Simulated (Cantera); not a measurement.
Charge: 1 mol HMDSO, 0.78 mol CO₂, 1.5 mol H₂, equilibrated at 1023 K and 0.188 Torr.

Cantera equilibrium calculation (NASA polynomials, part measured and part estimated; ideal gas, pure solids and liquids). Candidate condensed phases: C, C₆H₆, C₇H₈, C₈H₁₈, H₂O, Si, SiC, SiO₂; 123 gas species. The feed counts by its element totals alone. Mutual solubility and eutectic melting of coexisting phases are not modelled. Equilibrium is a limit: real reactors are often held back by kinetics, nucleation or transport.

Problem. What is the equilibrium state?

Solution. 
- x(H₂): 0.999
- x(CO): 0.00114
- x(CH₄): 1.87e-5
- n(C(graphite)): 6.04 mol
- n(SiC(s)): 0.726 mol
- n(SiO₂(β-quartz)): 1.27 mol
- gas amount: 10.51 mol
- log10 activity of Si(s) (absent): -3.32
